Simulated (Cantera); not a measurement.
**Thermodynamics of chlorosilane synthesis and conversion, feed SiCl4 + HCl + H2**

Charge: 1 mol SiCl4, 1.3 mol HCl, 10 mol H2, held at 1 atm.

These are equilibrium values from Cantera (NASA tables, ideal gas, pure condensed phases), not measurements of a reactor. Candidate condensed phases: Si; 19 gas species. The tables' values for SiCl3 are old estimates; treat these amounts as uncertain. Kinetics and transport are ignored.

| T (K) | x H2 | x HCl | x SiCl4 | x SiCl2 | x SiHCl3 | x SiCl3 | x SiH2Cl2 |
|---|---|---|---|---|---|---|---|
| 525 | 0.813 | 0.106 | 0.0813 | <1e-12 | 2.26e-6 | <1e-12 | 2.40e-12 |
| 625 | 0.813 | 0.106 | 0.0813 | <1e-12 | 3.02e-5 | 2.50e-10 | 6.07e-10 |
| 725 | 0.813 | 0.106 | 0.0811 | 2.29e-12 | 0.000192 | 2.76e-8 | 3.17e-8 |
| 825 | 0.812 | 0.106 | 0.0805 | 9.80e-10 | 0.000760 | 9.46e-7 | 6.05e-7 |
| 925 | 0.811 | 0.108 | 0.0791 | 1.07e-7 | 0.00216 | 1.46e-5 | 5.79e-6 |
| 1025 | 0.808 | 0.111 | 0.0763 | 4.34e-6 | 0.00479 | 0.000126 | 3.34e-5 |
| 1125 | 0.803 | 0.115 | 0.0717 | 8.30e-5 | 0.00867 | 0.000695 | 0.000129 |
| 1225 | 0.795 | 0.123 | 0.0643 | 0.000854 | 0.0129 | 0.00264 | 0.000347 |
| 1325 | 0.781 | 0.138 | 0.0529 | 0.00489 | 0.0153 | 0.00690 | 0.000636 |
| 1425 | 0.758 | 0.162 | 0.0372 | 0.0157 | 0.0136 | 0.0122 | 0.000761 |
x: gas mole fraction; nothing condenses.

From 525 K to 1425 K nothing is condensed. The main Si-bearing gas is SiCl4 throughout.
